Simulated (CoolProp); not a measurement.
Saturation properties of diethyl ether.

Model: reference Helmholtz-energy equation of state, Thol 2014, in CoolProp.

| T (°C) | p (bar) | vapour density (kg/m³) | enthalpy of vaporisation (kJ/kg) | liquid cp (kJ/(kg K)) |
|---|---|---|---|---|
| 40.55 | 1.252 | 3.758 | 352.8 | 2.390 |
| 43.45 | 1.380 | 4.120 | 350.1 | 2.401 |
| 46.35 | 1.518 | 4.508 | 347.5 | 2.412 |
| 49.25 | 1.667 | 4.925 | 344.8 | 2.424 |
| 52.15 | 1.826 | 5.371 | 342.1 | 2.435 |
| 55.05 | 1.997 | 5.848 | 339.4 | 2.447 |
| 57.95 | 2.180 | 6.358 | 336.6 | 2.459 |
| 60.85 | 2.376 | 6.901 | 333.8 | 2.471 |
| 63.75 | 2.584 | 7.481 | 330.9 | 2.484 |
| 66.65 | 2.807 | 8.099 | 328.0 | 2.497 |
| 69.55 | 3.044 | 8.755 | 325.0 | 2.509 |
| 72.45 | 3.295 | 9.454 | 322.1 | 2.523 |
| 75.35 | 3.562 | 10.20 | 319.0 | 2.536 |
| 78.25 | 3.846 | 10.98 | 315.9 | 2.550 |

It boils at 34.5 °C under 1 atm.
